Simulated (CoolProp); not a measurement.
A simple Rankine cycle with n-perfluoropentane: condensing at 313.15 K, boiler at 1.4 MPa, turbine inlet 406.1 K, turbine efficiency 0.75, pump efficiency 0.6, no recuperator. Each further row changes one setting.

Model: reference Helmholtz-energy equation of state, Gao 2022, in CoolProp.

| case | thermal efficiency (%) | net work (kJ/kg) | heat in (kJ/kg) | turbine exit temperature (K) | volume ratio over the turbine |
|---|---|---|---|---|---|
| as stated | 9.4 | 14.6 | 154 | 372.3 | 13.4 |
| turbine inlet 426.1 K | 9.1 | 16.2 | 178 | 395.4 | 11.8 |
| condensing temperature 305.15 K | 10.2 | 16.7 | 163 | 369.6 | 17.7 |
| boiler pressure 0.98 MPa | 8.3 | 13.5 | 162 | 381.9 | 7.76 |
| turbine efficiency 0.65 | 8.1 | 12.5 | 154 | 374.6 | 13.5 |
